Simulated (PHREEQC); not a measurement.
Consider water at 72 °C with 0.046 mol/kgw NaHSO4 and 0.26 mol/kgw K2HPO4. Closed to the air; pH follows from the charge balance.

Equilibrium calculation in PHREEQC: ion-association model, wateq4f.dat.

No solid was allowed to form.

### Question
Estimate the pH, activity of water.

### Answer
pH 7.12; activity of water 0.986.

### Question
In which forms is S present?

### Answer
SO4-2 50 %, KSO4- 47 %, NaSO4- 2.2 % of the S.

Ionic strength above about 0.7 mol/kgw puts this run outside the model's range. H3PO4, which wateq4f.dat lacks, is added to it with the constant of phreeqc.dat. At this temperature some constants are extrapolated from 25 °C, and those without enthalpy data are left unchanged.
